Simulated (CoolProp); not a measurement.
Vapour-liquid equilibrium of CH2F2 (R32) (1) + dimethyl ether (2) at 310.1 K; x and y are mole fractions of (1).

The numbers come from the multi-fluid Helmholtz-energy mixture model, Tillner-Roth 1997 and Wu 2011; pair parameters Bell 2016 in CoolProp.

```json
[
 {"x": "0.05", "bubble pressure, mixture model (bar)": "___", "bubble pressure, Raoult's law (bar)": "8.952", "y, mixture model": "0.102", "y, Raoult's law": "0.128"},
 {"x": "0.2", "bubble pressure, mixture model (bar)": "___", "bubble pressure, Raoult's law (bar)": "11.17", "y, mixture model": "0.356", "y, Raoult's law": "0.412"},
 {"x": "0.35", "bubble pressure, mixture model (bar)": "12.85", "bubble pressure, Raoult's law (bar)": "13.39", "y, mixture model": "0.546", "y, Raoult's law": "0.601"},
 {"x": "0.5", "bubble pressure, mixture model (bar)": "___", "bubble pressure, Raoult's law (bar)": "15.60", "y, mixture model": "___", "y, Raoult's law": "0.737"},
 {"x": "0.65", "bubble pressure, mixture model (bar)": "17.39", "bubble pressure, Raoult's law (bar)": "17.82", "y, mixture model": "0.800", "y, Raoult's law": "0.839"},
 {"x": "0.8", "bubble pressure, mixture model (bar)": "19.74", "bubble pressure, Raoult's law (bar)": "20.04", "y, mixture model": "___", "y, Raoult's law": "0.918"},
 {"x": "0.95", "bubble pressure, mixture model (bar)": "22.16", "bubble pressure, Raoult's law (bar)": "22.25", "y, mixture model": "0.973", "y, Raoult's law": "0.982"}
]
```

Question: Fill in the missing entries.

Answer: 
- 0.05, bubble pressure, mixture model (bar): 8.793
- 0.2, bubble pressure, mixture model (bar): 10.72
- 0.5, bubble pressure, mixture model (bar): 15.09
- 0.5, y, mixture model: 0.688
- 0.8, y, mixture model: 0.892

The largest gap from Raoult's law is -4.0 % in bubble pressure, at x = 0.2. No azeotrope shows between x = 0.05 and 0.95.

Pair parameters are fitted to limited data, so mixtures are less certain than the pure fluids.
